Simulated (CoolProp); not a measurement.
Vapour-liquid equilibrium of m-xylene (1) + n-decane (2) at 0.688 MPa; x and y are mole fractions of (1).

Model: multi-fluid Helmholtz-energy mixture model, Zhou 2012 and Lemmon 2006; pair parameters Bell 2016, in CoolProp.

```json
[
 {"x": "0.05", "bubble temperature (°C)": "265.7", "y at the bubble point": "0.079", "dew temperature at overall composition x (°C)": "266.6", "liquid density (mol/L)": "3.610"},
 {"x": "0.125", "bubble temperature (°C)": "261.9", "y at the bubble point": "0.189", "dew temperature at overall composition x (°C)": "264.1", "liquid density (mol/L)": "3.757"},
 {"x": "0.2", "bubble temperature (°C)": "258.4", "y at the bubble point": "0.291", "dew temperature at overall composition x (°C)": "261.6", "liquid density (mol/L)": "3.909"},
 {"x": "0.275", "bubble temperature (°C)": "255.0", "y at the bubble point": "0.385", "dew temperature at overall composition x (°C)": "258.9", "liquid density (mol/L)": "4.068"},
 {"x": "0.35", "bubble temperature (°C)": "251.8", "y at the bubble point": "0.471", "dew temperature at overall composition x (°C)": "256.3", "liquid density (mol/L)": "4.236"},
 {"x": "0.425", "bubble temperature (°C)": "248.7", "y at the bubble point": "0.552", "dew temperature at overall composition x (°C)": "253.5", "liquid density (mol/L)": "4.412"},
 {"x": "0.5", "bubble temperature (°C)": "245.7", "y at the bubble point": "0.626", "dew temperature at overall composition x (°C)": "250.7", "liquid density (mol/L)": "4.598"},
 {"x": "0.575", "bubble temperature (°C)": "242.8", "y at the bubble point": "0.695", "dew temperature at overall composition x (°C)": "247.8", "liquid density (mol/L)": "4.794"},
 {"x": "0.65", "bubble temperature (°C)": "240.0", "y at the bubble point": "0.759", "dew temperature at overall composition x (°C)": "244.7", "liquid density (mol/L)": "5.003"},
 {"x": "0.725", "bubble temperature (°C)": "237.4", "y at the bubble point": "0.818", "dew temperature at overall composition x (°C)": "241.5", "liquid density (mol/L)": "5.224"},
 {"x": "0.8", "bubble temperature (°C)": "234.8", "y at the bubble point": "0.873", "dew temperature at overall composition x (°C)": "238.2", "liquid density (mol/L)": "5.460"},
 {"x": "0.875", "bubble temperature (°C)": "232.2", "y at the bubble point": "0.924", "dew temperature at overall composition x (°C)": "234.7", "liquid density (mol/L)": "5.711"},
 {"x": "0.95", "bubble temperature (°C)": "229.8", "y at the bubble point": "0.971", "dew temperature at overall composition x (°C)": "230.9", "liquid density (mol/L)": "5.980"}
]
```

No azeotrope shows between x = 0.05 and 0.95.

Pair parameters are fitted to limited data, so mixtures are less certain than the pure fluids.
